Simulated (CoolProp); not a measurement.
A closed Brayton cycle with nitrogen: compressor inlet 328.15 K and 1.6 MPa, high pressure 4.45 MPa, turbine inlet 795 K, compressor efficiency 0.8, turbine efficiency 0.85, recuperator effectiveness 0.8 (on enthalpy, no pinch check). Each further row changes one setting.

Model: reference Helmholtz-energy equation of state, Span 2000, in CoolProp.

| case | thermal efficiency (%) | net work (kJ/kg) | compressor to turbine work | compressor exit (K) | turbine exit (K) |
|---|---|---|---|---|---|
| as stated | ? | 35.5 | 0.80 | 467.4 | 631.9 |
| turbine inlet 745 K | 12.1 | ? | 0.86 | 467.4 | 590.8 |
| compressor inlet 338.15 K | 14.4 | 31.0 | ? | 481.5 | 631.9 |
| high pressure 3.78 MPa | 17.8 | ? | 0.77 | 442.4 | ? |
| recuperator effectiveness 0.5 | 13.1 | 35.5 | 0.80 | 467.4 | 631.9 |

Problem. Complete the blanks.

Solution. 
- as stated, thermal efficiency (%): 16.3
- turbine inlet 745 K, net work (kJ/kg): 23.9
- compressor inlet 338.15 K, compressor to turbine work: 0.83
- high pressure 3.78 MPa, net work (kJ/kg): 36.1
- high pressure 3.78 MPa, turbine exit (K): 655.4
